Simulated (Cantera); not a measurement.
An isothermal, constant-pressure homogeneous reactor starts with NO : N2 = 1 : 0.59 (molar parts), at 1623 K and 22000 Pa.

Computed with Cantera and GRI-Mech 3.0 (53 species, 325 reactions).

x: mole fraction; the columns are a selection and need not sum to one.

```csv
t (s),x NO,x N2O,x N2,x O,x NO2
2.00e-5,0.629,6.93e-8,0.371,[?],3.54e-9
7.96e-5,0.629,2.76e-7,0.371,[?],5.06e-8
0.000317,0.629,1.09e-6,0.371,[?],5.62e-7
0.00126,0.629,4.31e-6,0.371,[?],3.70e-6
0.00502,0.629,1.64e-5,0.371,[?],1.70e-5
0.0200,0.629,5.48e-5,0.371,[?],6.77e-5
0.0796,0.628,0.000121,0.371,[?],0.000146
0.317,0.627,0.000140,0.372,[?],0.000168
1.26,0.620,0.000136,0.375,[?],0.000211
5.02,0.595,0.000124,0.388,[?],0.000320
20.0,0.511,8.99e-5,0.430,[?],0.000482
```

Question: What belongs in the gaps?

Answer: 
- 2.00e-5, x O: 6.58e-8
- 7.96e-5, x O: 2.26e-7
- 0.000317, x O: 5.40e-7
- 0.00126, x O: 7.22e-7
- 0.00502, x O: 9.83e-7
- 0.0200, x O: 1.87e-6
- 0.0796, x O: 3.09e-6
- 0.317, x O: 3.48e-6
- 1.26, x O: 4.23e-6
- 5.02, x O: 6.27e-6
- 20.0, x O: 1.05e-5
